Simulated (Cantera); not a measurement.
Input (Python, Cantera) and output of one run.

```python
import numpy as np
import cantera as ct

gas_names = """
    N NO NO2 NO3 N2 N2O O O2 O3 Si SiN SiO SiO2 Si2 Si2N Si3
""".split()
cond_names = """
    Si(cr) Si(L) SiO2(Lqz) SiO2(hqz) SiO2(L) Si2N2O(s) Si3N4(a)
""".split()


# ... load() reads the species with a 1 bar reference pressure and builds the phases ...
atoms = {
    'Si': {'Si': 1},
    'O2': {'O': 2},
    'N2': {'N': 2},
}
top_T = {'Si2N2O(s)': 2100, 'Si3N4(a)': 2400}  # K; cautious upper limits of use, not melting points


# ... equilibrate(T, P, feed) seeds the gas with the atoms and calls Mixture.equilibrate('TP', solver="vcs", rtol=1e-11, max_steps=5000) ...
results = []
feed = {'Si': 1, 'O2': 0.0033, 'N2': 200}  # mol
P = 3.7  # Pa
for T in [948, 1048, 1148, 1248, 1348, 1448, 1548, 1648, 1748, 1848, 1948, 2048, 2148]:
    mix = equilibrate(T, P, feed)
    results.append((T, P, feed, dict(zip(mix.species_names, mix.species_moles))))

top = {s: max(r[3][s] / sum(r[3][g] for g in gas_names) for r in results) for s in gas_names}
cols = sorted((s for s in top if top[s] > 0.0001), key=lambda s: -top[s])[:6]
seen = [c for c in cond_names if any(r[3].get(c, 0) > 1e-12 for r in results)]
print("log10 of partial pressures in bar; condensed amounts in mol")
print(f"{'T/K':>10s}" + "".join(f"{s[:9]:>10s}" for s in cols + seen))
for T, P, feed, n in results:
    ng = sum(n[g] for g in gas_names)
    print(f"{T:10.4g}" + "".join(f"{np.log10(max(n[s] / ng * P / 1e5, 1e-99)):10.3f}" for s in cols)
          + "".join(f"{n.get(c, 0):10.4g}" for c in seen))
```

Output:

```
log10 of partial pressures in bar; condensed amounts in mol
       T/K        N2        Si    Si(cr) Si2N2O(s)  Si3N4(a)
       948    -4.432   -21.984         0    0.0066    0.3289
      1048    -4.432   -18.322         0    0.0066    0.3289
      1148    -4.432   -15.303         0  0.006597    0.3289
      1248    -4.432   -12.772         0  0.006177    0.3291
      1348    -4.432   -10.620         0         0    0.3311
      1448    -4.432    -8.769         0         0     0.328
      1548    -4.432    -7.498    0.8161         0         0
      1648    -4.434    -6.747         0         0         0
      1748    -4.434    -6.740         0         0         0
      1848    -4.434    -6.739         0         0         0
      1948    -4.434    -6.739         0         0         0
      2048    -4.434    -6.739         0         0         0
      2148    -4.434    -6.738         0         0         0
```

Cantera equilibrium calculation (NASA polynomials, part measured and part estimated; ideal gas, pure solids and liquids). N2 is the only nitrogen source here; it is nearly inert below about 1500 K, so the nitride shown seldom forms there in practice. Mutual solubility and eutectic melting of coexisting phases are not modelled. The tables' values for SiN are old estimates; treat these amounts as uncertain.
